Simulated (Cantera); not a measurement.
Charge: 1 mol TiO₂, 29 mol H₂, held at 101000 Pa.

Cantera equilibrium calculation (NASA polynomials, part measured and part estimated; ideal gas, pure solids and liquids). Candidate condensed phases: H₂O, Ti, TiO, TiO₂, Ti₂O₃, Ti₃O₅, Ti₄O₇; 12 gas species. Mutual solubility and eutectic melting of coexisting phases are not modelled. Condensed phases not in the tables: Magnéli phases beyond Ti₄O₇. The numbers say what is thermodynamically allowed, not how fast it happens.

x: gas mole fraction; n: condensed amount in mol.

```
T (K)   x H₂    x H₂O       x H      x OH   x TiO    x TiO₂  n TiO₂(rutile)  n Ti₄O₇(s)  n Ti₃O₅(s)  n Ti₃O₅(l)
-----  -----  -------  --------  --------  ------  --------  --------------  ----------  ----------  ----------
1200   0.999  0.00106   1.96e-7  1.66e-12  <1e-12    <1e-12           0.877      0.0308           0           0
1300   0.997  0.00298   1.10e-6  4.29e-11  <1e-12    <1e-12           0.654      0.0866           0           0
1400   0.993  0.00727   4.81e-6  7.01e-10  <1e-12    <1e-12           0.156       0.211           0           0
1500   0.991  0.00862   1.74e-5   4.32e-9  <1e-12    <1e-12               0       0.250           0           0
1600   0.990  0.00959   5.38e-5   2.04e-8     ___  1.61e-11               0       0.166       0.113           0
1700   0.988   0.0115  0.000146   8.74e-8     ___  2.08e-10               0           0       0.333           0
1800   0.988   0.0115  0.000354   2.72e-7     ___   1.90e-9               0           0       0.333           0
1900   0.988   0.0115  0.000783   7.49e-7     ___   1.36e-8               0           0       0.333           0
2000   0.987   0.0115   0.00160   1.86e-6     ___   7.90e-8               0           0       0.333           0
2100   0.985   0.0115   0.00307   4.26e-6     ___   3.55e-7               0           0           0       0.333
2200   0.983   0.0115   0.00555   9.02e-6     ___   1.28e-6               0           0           0       0.333
2300   0.979   0.0114   0.00951   1.79e-5     ___   4.08e-6               0           0           0       0.333
```

Some entries are withheld; supply them.


- 1600, x TiO: 4.38e-12
- 1700, x TiO: 7.65e-11
- 1800, x TiO: 1.07e-9
- 1900, x TiO: 1.12e-8
- 2000, x TiO: 9.18e-8
- 2100, x TiO: 5.62e-7
- 2200, x TiO: 2.68e-6
- 2300, x TiO: 1.10e-5
